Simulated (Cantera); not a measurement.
Cantera run:

```python
import numpy as np
import cantera as ct

gas_names = """
    NH3 NbO2 H2O2 NO2
""".split()
cond_names = """
    Nb(cr) Nb(L)
""".split()


# ... load() reads the species with a 1 bar reference pressure and builds the phases ...
species = {s.name: s for s in load("nasa_gas.yaml", gas_names) + load("nasa_condensed.yaml", cond_names)}
# Each term lists the table entries of one substance; the one whose range holds T is used.
reactions = {
    '2 NH3(g) + 5 NbO2(g) = 5 Nb + 3 H2O2(g) + 2 NO2(g)':
        [(-2, ['NH3']), (-5, ['NbO2']), (5, ['Nb(cr)', 'Nb(L)']), (3, ['H2O2']), (2, ['NO2'])],
}


def pick(names, T):
    return next(species[n] for n in names if species[n].thermo.min_temp <= T <= species[n].thermo.max_temp)


results = []
for label, terms in reactions.items():
    print(label)
    print("     T/K   dH/kJ  dS/(J/K)   dG/kJ   log10 K")
    for T in [623, 673, 723, 773, 823]:
        used = [(nu, pick(names, T)) for nu, names in terms]
        dH = sum(nu * s.thermo.h(T) for nu, s in used) / 1e6
        dS = sum(nu * s.thermo.s(T) for nu, s in used) / 1e3
        dG = dH - T * dS / 1e3
        logK = -dG * 1e6 / (ct.gas_constant * T * np.log(10))
        results.append((label, T, dH, dS, dG, logK, [s.name for _, s in used]))
        print(f"{T:8g} {dH:8.1f} {dS:8.1f} {dG:8.1f} {logK:8.2f}")
```

It prints:

```
2 NH3(g) + 5 NbO2(g) = 5 Nb + 3 H2O2(g) + 2 NO2(g)
     T/K   dH/kJ  dS/(J/K)   dG/kJ   log10 K
     623    761.9   -359.8    986.1   -82.68
     673    763.6   -357.2   1004.0   -77.92
     723    765.3   -354.7   1021.8   -73.82
     773    767.1   -352.3   1039.5   -70.24
     823    769.0   -350.0   1057.0   -67.09
```

Standard-state values (1 bar) from the NASA 1993 polynomials, evaluated with Cantera. Condensed species are held in their standard states even where they would react or evaporate.
